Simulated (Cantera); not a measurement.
A perfectly stirred reactor is fed with 5.25 % CH4, 1.16 % C2H6, 3.15 % C3H8, 19.0 % O2, 71.5 % N2, equivalence ratio 1.6, at 4.50 bar; it is adiabatic with a 600 K inlet, and is followed from long to short residence time, starting on the burning branch (τ in s: 0.13, 0.06, 0.027, 0.012, 0.0052, 0.0023, 0.001, 0.00045, 0.0002, 8.9e-05, 4e-05).

Cantera simulation using GRI-Mech 3.0 (53 species, 325 reactions); the numbers are that mechanism's predictions, not measurements. GRI-Mech 3.0 was tuned for natural gas; its chemistry of propane as a main component is partial and can be far from experiment.

x: mole fraction; the columns are a selection and need not sum to one.

```tsv
τ (s)	T (K)	x CH4	x C2H6	x C3H8	x NO	x O	x NO2
0.13	2094	0.000324	6.69e-8	8.85e-8	5.52e-5	4.52e-7	2.08e-10
0.060	2095	0.000588	1.71e-7	1.88e-7	6.72e-5	5.53e-7	2.94e-10
0.027	2097	0.00100	4.48e-7	4.07e-7	7.52e-5	7.52e-7	4.19e-10
0.012	2099	[?]	[?]	[?]	7.63e-5	[?]	5.98e-10
0.0052	2099	0.00220	2.70e-6	1.94e-6	7.07e-5	1.96e-6	8.61e-10
0.0023	2096	0.00286	5.99e-6	4.16e-6	6.13e-5	3.55e-6	1.22e-9
0.0010	2086	0.00356	1.32e-5	9.12e-6	4.93e-5	6.81e-6	1.73e-9
0.00045	2064	0.00438	2.91e-5	1.99e-5	3.56e-5	1.29e-5	2.35e-9
0.00020	2015	0.00582	7.56e-5	4.93e-5	1.89e-5	2.44e-5	2.95e-9
8.9e-5	600	0.0525	0.0116	0.0315	<1e-12	<1e-12	<1e-12
4.0e-5	600	0.0525	0.0116	0.0315	<1e-12	<1e-12	<1e-12
```

Q: Some entries are withheld; supply them.

A: 
- 0.012, x CH4: 0.00155
- 0.012, x C2H6: 1.12e-6
- 0.012, x C3H8: 8.82e-7
- 0.012, x O: 1.15e-6
